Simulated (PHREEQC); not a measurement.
Dissolve 120 mmol/kgw HF, 34 mmol/kgw (CH3)4NF, 16 mmol/kgw H2SO4 and 7.6 mmol/kgw NH4F at 25 °C. Closed to the air; pH follows from the charge balance.

The numbers come from PHREEQC with the ion-association model, wateq4f.dat.

No solid was allowed to form.

Question: Estimate the pH, ionic strength.

Answer: pH 2.27; ionic strength 0.0596 mol/kgw.

Question: In which forms is N present?

Answer: NH4+ 94 %, NH4SO4- 6.4 % of the N.

Complexes and solids missing from the database can't appear. (CH3)4N+ isn't in the database: it is added as a free cation with an ion size of 4 Å. wateq4f.dat counts part of the HF as a dimer, H2F2, which phreeqc.dat doesn't know; its constant is uncertain.
